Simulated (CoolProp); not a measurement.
Values from CoolProp's reference Helmholtz-energy equation of state, de Reuck 1990.

Problem. Give the vapour pressure (bar), vapour density (kg/m³), enthalpy of vaporisation (kJ/kg) of saturated fluorine at 72.7, 88.6 K.

Solution. 
```csv
T (K),p (bar),vapour density (kg/m³),enthalpy of vaporisation (kJ/kg)
72.7,0.189,1.20,185
88.6,1.50,8.09,171
```
